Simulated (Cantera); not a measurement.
**Thermodynamics of chlorosilane synthesis and conversion, feed SiCl₄ + H₂**

Charge: 1 mol SiCl₄, 1 mol H₂, held at 540000 Pa.

Equilibrium computed with Cantera from the NASA thermochemical tables; the gas is ideal and each condensed phase is pure. Candidate condensed phases: Si; 19 gas species. The tables' values for SiCl₃ are old estimates; treat these amounts as uncertain. Equilibrium is a limit: real reactors are often held back by kinetics, nucleation or transport.

```csv
T (°C),x SiCl₄,x H₂,x HCl,x SiHCl₃,x SiCl₃
327,0.497,0.497,0.00261,0.00261,5.05e-9
377,0.496,0.496,0.00447,0.00446,4.54e-8
427,0.493,0.493,0.00705,0.00704,2.97e-7
477,0.490,0.490,0.0104,0.0104,1.51e-6
527,0.485,0.485,0.0146,0.0146,6.23e-6
577,0.480,0.480,0.0196,0.0195,2.17e-5
627,0.475,0.475,0.0255,0.0251,6.53e-5
677,0.468,0.468,0.0320,0.0314,0.000175
727,0.461,0.461,0.0393,0.0381,0.000421
777,0.453,0.453,0.0472,0.0452,0.000926
827,0.445,0.445,0.0558,0.0522,0.00188
877,0.435,0.436,0.0652,0.0590,0.00357
927,0.424,0.426,0.0757,0.0651,0.00632
977,0.413,0.416,0.0874,0.0699,0.0105
```
x: gas mole fraction; nothing condenses.

From 327 °C to 977 °C nothing is condensed. The main Si-bearing gas is SiCl₄ throughout.
